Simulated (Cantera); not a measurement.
What does this Cantera script print?

```python
import numpy as np
import cantera as ct

gas = ct.Solution("gri30.yaml")
gas.TPX = 1575, 200000, {'CH2O': 0.031, 'O2': 0.0029, 'N2': 1}
inlet = ct.Reservoir(gas, clone=True)

reactor = ct.IdealGasConstPressureReactor(gas, energy="off", clone=False)
exhaust = ct.Reservoir(gas, clone=True)
tau = [0.88, 0.49, 0.28, 0.15, 0.087, 0.049, 0.027, 0.015, 0.0085, 0.0048, 0.0027][0]
for a, b in ((inlet, reactor), (reactor, exhaust)):
    ct.MassFlowController(a, b, mdot=lambda t: reactor.mass / tau)
net = ct.ReactorNet([reactor])
show = ['CH2O', 'O2', 'H2', 'CO2', 'CH3', 'C2H2', 'CH2CO']

rows = []
print(f"{'tau/s':>10s}{'T/K':>9s}" + "".join(f"{s:>11s}" for s in show))
for tau in [0.88, 0.49, 0.28, 0.15, 0.087, 0.049, 0.027, 0.015, 0.0085, 0.0048, 0.0027]:
    net.initial_time = 0.0
    net.advance(30 * tau)
    before = gas.X
    net.advance(40 * tau)
    drift = np.max(np.abs(gas.X - before) / (gas.X + 1e-9))
    rows.append([gas.T, *gas[show].X, drift])
    print(f"{tau:10.3e}{gas.T:9.1f}" + "".join(f"{x:11.3e}" for x in gas[show].X))
```

Result:

```
     tau/s      T/K       CH2O         O2         H2        CO2        CH3       C2H2      CH2CO
 8.800e-01   1575.0  7.777e-07  2.422e-06  2.517e-02  1.486e-03  9.353e-09  6.951e-10  1.254e-10
 4.900e-01   1575.0  1.080e-06  3.364e-06  2.515e-02  1.481e-03  1.491e-08  1.045e-09  1.935e-10
 2.800e-01   1575.0  1.492e-06  4.646e-06  2.513e-02  1.474e-03  2.285e-08  1.481e-09  2.873e-10
 1.500e-01   1575.0  2.169e-06  6.750e-06  2.510e-02  1.462e-03  3.592e-08  2.089e-09  4.368e-10
 8.700e-02   1575.0  3.053e-06  9.491e-06  2.506e-02  1.446e-03  5.211e-08  2.721e-09  6.174e-10
 4.900e-02   1575.0  4.462e-06  1.384e-05  2.502e-02  1.422e-03  7.511e-08  3.467e-09  8.708e-10
 2.700e-02   1575.0  6.787e-06  2.099e-05  2.496e-02  1.384e-03  1.063e-07  4.246e-09  1.214e-09
 1.500e-02   1575.0  1.058e-05  3.253e-05  2.489e-02  1.327e-03  1.443e-07  4.845e-09  1.645e-09
 8.500e-03   1575.0  1.679e-05  5.116e-05  2.482e-02  1.246e-03  1.869e-07  5.042e-09  2.164e-09
 4.800e-03   1575.0  2.770e-05  8.307e-05  2.474e-02  1.131e-03  2.336e-07  4.720e-09  2.826e-09
 2.700e-03   1575.0  4.779e-05  1.392e-04  2.467e-02  9.783e-04  2.812e-07  3.923e-09  3.719e-09
```

Model: GRI-Mech 3.0 (53 species, 325 reactions), integrated in Cantera.
